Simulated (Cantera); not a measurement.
# Hydrocarbon pyrolysis for carbon deposition

A perfectly stirred reactor is fed with 22.2 % C2H4, 77.7 % H2, 0.111 % H2O, at 101000 Pa; it is held at 1975 K, and followed from long to short residence time.

Model: GRI-Mech 3.0 (53 species, 325 reactions), integrated in Cantera. GRI-Mech 3.0 was tuned for natural gas; its chemistry of ethylene as a main component is partial and can be far from experiment. GRI-Mech 3.0 stops at C3 and has no aromatics, soot or wall deposition, so with more carbon than oxygen in the feed, carbon stays in small species such as C2H2 where larger ones or solid carbon would form.

```
τ (s)    x C2H4   x H2  x C2H2    x C2H    x CH4
------  -------  -----  ------  -------  -------
20      0.00113  0.813   0.178  4.64e-6  0.00555
4.5     0.00113  0.813   0.178  4.64e-6  0.00555
1.0     0.00114  0.813   0.178  4.63e-6  0.00553
0.24    0.00115  0.813   0.178  4.63e-6  0.00544
0.054   0.00122  0.813   0.178  4.59e-6  0.00504
0.012   0.00157  0.814   0.179  4.35e-6  0.00365
0.0028  0.00343  0.815   0.178  3.32e-6  0.00177
```
x: mole fraction; the columns are a selection and need not sum to one.
